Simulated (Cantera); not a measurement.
Input: 1 mol FeS2, 240 mol H2, 0.16 mol H2O, held at 875 °C and 0.100 bar.

Cantera equilibrium calculation (NASA polynomials, part measured and part estimated; ideal gas, pure solids and liquids). Candidate condensed phases: Fe, FeO, Fe(OH)2, Fe(OH)3, FeS, FeSO4, FeS2, Fe2O3, Fe2(SO4)3, Fe3O4, H2O, H2SO4, S; 22 gas species. FeS: taken at fixed stoichiometry. Equilibrium is a limit: real reactors are often held back by kinetics, nucleation or transport.

**Question.** What is the equilibrium state?

**Answer.** x(H2): 0.995
x(H2S): 0.00416
x(H2O): 0.000666
x(SH): 1.02e-6
n(FeS(s)): 1.00 mol
gas amount: 240.2 mol
log10 activity of Fe(α) (absent): -0.13
log10 activity of S(l) (absent): -4.61
log10 activity of Fe(OH)2(s) (absent): -12.02
